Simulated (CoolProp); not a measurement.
C3F8 (R218) along the isobar 3.13 MPa: fugacity coefficient from the reference equation and from simpler models built on Tc = 345.0 K, pc = 2.640 MPa, ω = 0.317; each cubic takes its own stable root.

Computed with CoolProp (reference Helmholtz-energy equation of state, Lemmon 2006). It is a short technical equation, of lower accuracy than the large ones.

| T (K) | phase | reference | van der Waals | Redlich-Kwong | Peng-Robinson |
|---|---|---|---|---|---|
| 133.4 | liquid | 3.789e-6 | 0.005017 | 3.185e-5 | 4.895e-6 |
| 164.1 | liquid | 0.0002539 | 0.02316 | 0.001188 | 0.0002774 |
| 194.8 | liquid | 0.003678 | 0.06519 | 0.01086 | 0.003755 |
| 225.4 | liquid | 0.02224 | 0.1365 | 0.04629 | 0.02215 |
| 256.1 | liquid | 0.07909 | 0.2367 | 0.1260 | 0.07817 |
| 286.7 | liquid | 0.1963 | 0.3595 | 0.2558 | 0.1938 |
| 317.4 | liquid | 0.3798 | 0.4957 | 0.4253 | 0.3739 |
| 348 | supercritical | 0.6008 | 0.6298 | 0.6029 | 0.5834 |
| 378.7 | supercritical | 0.7291 | 0.7217 | 0.7107 | 0.7039 |
| 409.3 | supercritical | 0.7997 | 0.7753 | 0.7733 | 0.7759 |
| 440 | supercritical | 0.8497 | 0.8151 | 0.8192 | 0.8289 |
